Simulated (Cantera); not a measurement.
**Reactions in the system N-O-V**

Source: NASA polynomial tables (part measured, part estimated), evaluated in Cantera. Values are per mole of reaction as written; species without (g) are pure solids or liquids, kept so even where they would boil at 1 bar. VO: taken at fixed stoichiometry.

NO(g) + VO ⇌ N(g) + VO₂(g)

```tsv
T (K)	ΔH° (kJ)	ΔS° (J/K)	ΔG° (kJ)	log10 K
2575	477.6	104.0	209.9	-4.26
2600	477.1	103.8	207.3	-4.16
2625	476.6	103.6	204.7	-4.07
2650	476.0	103.4	202.1	-3.98
2675	475.5	103.2	199.6	-3.90
2700	475.0	103.0	197.0	-3.81
2725	474.4	102.8	194.4	-3.73
2750	473.9	102.6	191.8	-3.64
2775	473.4	102.4	189.3	-3.56
2800	472.8	102.2	186.7	-3.48
```
